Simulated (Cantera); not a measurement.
Mixture: 4.14 % CH₄, 18.8 % O₂, 77.0 % N₂, equivalence ratio 0.44, at 0.310 bar, adiabatic and at constant pressure. Ignition delay is the time to a rise of 400 K.

Detailed kinetics in Cantera: GRI-Mech 3.0 (53 species, 325 reactions).

### Question
Predict: delay at 1150 K; delay at 1250 K; delay at 1350 K; delay at 1450 K; delay at 1550 K; delay at 1650 K; apparent activation energy between 1450 and 1650 K.

### Answer
```json
{
  "delay at 1150 K": "0.175 s",
  "delay at 1250 K": "39.2 ms",
  "delay at 1350 K": "11.0 ms",
  "delay at 1450 K": "3.93 ms",
  "delay at 1550 K": "1.71 ms",
  "delay at 1650 K": "0.849 ms",
  "apparent activation energy between 1450 and 1650 K": "150 kJ/mol"
}
```
